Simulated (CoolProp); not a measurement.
Vapour-liquid equilibrium of CH2F2 (R32) (1) + R1234ze(E) (2) at -47.35 °C; x and y are mole fractions of (1).

Model: multi-fluid Helmholtz-energy mixture model, Tillner-Roth 1997 and Thol 2016; pair parameters Bell 2023, in CoolProp.

```json
[
 {"x": "0.05", "bubble pressure, mixture model (kPa)": "31.67", "bubble pressure, Raoult's law (kPa)": "29.49", "y, mixture model": "0.263", "y, Raoult's law": "0.213"},
 {"x": "0.15", "bubble pressure, mixture model (kPa)": "45.10", "bubble pressure, Raoult's law (kPa)": "39.60", "y, mixture model": "0.531", "y, Raoult's law": "0.476"},
 {"x": "0.25", "bubble pressure, mixture model (kPa)": "57.15", "bubble pressure, Raoult's law (kPa)": "49.71", "y, mixture model": "0.667", "y, Raoult's law": "0.631"},
 {"x": "0.35", "bubble pressure, mixture model (kPa)": "67.91", "bubble pressure, Raoult's law (kPa)": "59.82", "y, mixture model": "0.750", "y, Raoult's law": "0.735"},
 {"x": "0.45", "bubble pressure, mixture model (kPa)": "77.61", "bubble pressure, Raoult's law (kPa)": "69.94", "y, mixture model": "0.808", "y, Raoult's law": "0.808"},
 {"x": "0.55", "bubble pressure, mixture model (kPa)": "86.55", "bubble pressure, Raoult's law (kPa)": "80.05", "y, mixture model": "0.852", "y, Raoult's law": "0.863"},
 {"x": "0.65", "bubble pressure, mixture model (kPa)": "95.06", "bubble pressure, Raoult's law (kPa)": "90.16", "y, mixture model": "0.890", "y, Raoult's law": "0.905"},
 {"x": "0.75", "bubble pressure, mixture model (kPa)": "103.5", "bubble pressure, Raoult's law (kPa)": "100.3", "y, mixture model": "0.923", "y, Raoult's law": "0.939"},
 {"x": "0.85", "bubble pressure, mixture model (kPa)": "112.0", "bubble pressure, Raoult's law (kPa)": "110.4", "y, mixture model": "0.954", "y, Raoult's law": "0.967"},
 {"x": "0.95", "bubble pressure, mixture model (kPa)": "121.0", "bubble pressure, Raoult's law (kPa)": "120.5", "y, mixture model": "0.985", "y, Raoult's law": "0.990"}
]
```

The largest gap from Raoult's law is +15.0 % in bubble pressure, at x = 0.25. No azeotrope shows between x = 0.05 and 0.95.

Pair parameters are fitted to limited data, so mixtures are less certain than the pure fluids.
